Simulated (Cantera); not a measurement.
An isothermal, constant-pressure homogeneous reactor starts with 32.3 % CH₄, 67.7 % H₂O, at 2125 K and 100000 Pa.

Detailed kinetics in Cantera: GRI-Mech 3.0 (53 species, 325 reactions).

One state of this run: x CH₄ = 0.0109; x H₂O = 0.333; x O = 5.12e-7; x H₂ = 0.493; x OH = 0.000218; x C₂H₄ = 0.000133; x C₂H₆ = 3.33e-6. x: mole fraction; the columns are a selection and need not sum to one.

Problem. Which value of t (s) does it belong to?
(A) 0.00156
(B) 0.0295
(C) 0.128
(D) 0.00678

Solution. A, 0.00156
